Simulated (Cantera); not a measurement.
A Cantera script and its output.

```python
import numpy as np
import cantera as ct

gas = ct.Solution("gri30.yaml", transport_model="multicomponent")
show = ['CO2', 'H', 'NO']

rows = []
print(f"{'T/K':>7s}{'rho':>11s}{'cp':>10s}{'mu':>11s}{'lambda':>11s}{'Pr':>7s}" + "".join(f"{'D_' + s:>11s}" for s in show))
for T in [400, 650, 900, 1150, 1400, 1650, 1900]:
    gas.TPX = T, 100000, {'N2O': 0.97}
    Pr = gas.cp_mass * gas.viscosity / gas.thermal_conductivity
    D = [gas.mix_diff_coeffs_mole[gas.species_index(s)] for s in show]
    rows.append([gas.density, gas.cp_mass, gas.viscosity, gas.thermal_conductivity, Pr, *D])
    print(f"{T:7g}{gas.density:11.4e}{gas.cp_mass:10.1f}{gas.viscosity:11.4e}"
          f"{gas.thermal_conductivity:11.4e}{Pr:7.3f}" + "".join(f"{d:11.4e}" for d in D))
print("SI units: kg/m3, J/kg/K, Pa s, W/m/K, m2/s")
```

Output:

```
    T/K        rho        cp         mu     lambda     Pr      D_CO2        D_H       D_NO
    400 1.3234e+00     970.3 1.9459e-05 2.5299e-02  0.746 1.9465e-05 1.6824e-04 2.6168e-05
    650 8.1439e-01    1126.8 2.9093e-05 4.4078e-02  0.744 4.7341e-05 3.9968e-04 6.1247e-05
    900 5.8817e-01    1226.6 3.7113e-05 6.1443e-02  0.741 8.3940e-05 7.0079e-04 1.0669e-04
   1150 4.6031e-01    1285.1 4.4145e-05 7.6847e-02  0.738 1.2806e-04 1.0627e-03 1.6124e-04
   1400 3.7811e-01    1326.8 5.0510e-05 9.1048e-02  0.736 1.7895e-04 1.4797e-03 2.2411e-04
   1650 3.2082e-01    1359.1 5.6394e-05 1.0437e-01  0.734 2.3610e-04 1.9481e-03 2.9471e-04
   1900 2.7861e-01    1383.6 6.1915e-05 1.1688e-01  0.733 2.9917e-04 2.4649e-03 3.7263e-04
SI units: kg/m3, J/kg/K, Pa s, W/m/K, m2/s
```

Model: GRI-Mech 3.0 (53 species, 325 reactions), integrated in Cantera. The composition is frozen, though it would react at the higher temperatures.
